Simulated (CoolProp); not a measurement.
A closed Brayton cycle with dry air: compressor inlet 305.15 K and 2.8 MPa, high pressure 8.34 MPa, turbine inlet 690 K, compressor efficiency 0.85, turbine efficiency 0.9, recuperator effectiveness 0 (on enthalpy, no pinch check). Each further row changes one setting.

The numbers come from the reference Helmholtz-energy equation of state, Lemmon 2000 in CoolProp. It is a pseudo-pure fit of the blend.

```
case                           thermal efficiency (%)  net work (kJ/kg)  compressor to turbine work  compressor exit (K)  turbine exit (K)
-----------------------------  ----------------------  ----------------  --------------------------  -------------------  ----------------
as stated                                        14.1              38.2                        0.78                437.3             529.4
turbine inlet 640 K                        (withheld)              25.5                        0.84                437.3             489.6
compressor inlet 315.15 K                        13.1        (withheld)                  (withheld)                451.4             529.4
high pressure 7.09 MPa                           13.1              38.5                        0.74                415.0             550.7
recuperator effectiveness 0.5              (withheld)              38.2                        0.78                437.3             529.4
```

**Question.** What belongs in the gaps?

**Answer.** 
- turbine inlet 640 K, thermal efficiency (%): 11.7
- compressor inlet 315.15 K, net work (kJ/kg): 33.6
- compressor inlet 315.15 K, compressor to turbine work: 0.80
- recuperator effectiveness 0.5, thermal efficiency (%): 17.1
